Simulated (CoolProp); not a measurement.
Vapour-liquid equilibrium of hydrogen sulfide (1) + propane (2) at 226.3 K; x and y are mole fractions of (1).

Model: multi-fluid Helmholtz-energy mixture model, Lemmon 2006 and Lemmon 2009; pair parameters Kunz 2012, in CoolProp.

```csv
x,"bubble pressure, mixture model (kPa)","bubble pressure, Raoult's law (kPa)","y, mixture model","y, Raoult's law"
0.05,111.1,87.30,0.290,0.110
0.15,152.1,98.27,0.519,0.292
0.25,176.9,109.2,0.613,0.438
0.35,191.6,120.2,0.664,0.558
0.45,200.2,131.2,0.697,0.657
0.55,205.4,142.1,0.721,0.741
0.65,208.7,153.1,0.743,0.813
0.75,210.4,164.1,0.770,0.875
0.85,209.6,175.0,0.815,0.930
0.95,201.8,186.0,0.908,0.978
```

The largest gap from Raoult's law is +62.0 % in bubble pressure, at x = 0.25. y crosses x between x = 0.75 and 0.85: the model has an azeotrope there.

Pair parameters are fitted to limited data, so mixtures are less certain than the pure fluids. With so large a gap from Raoult's law the liquid may split in two, which this calculation doesn't test in full.
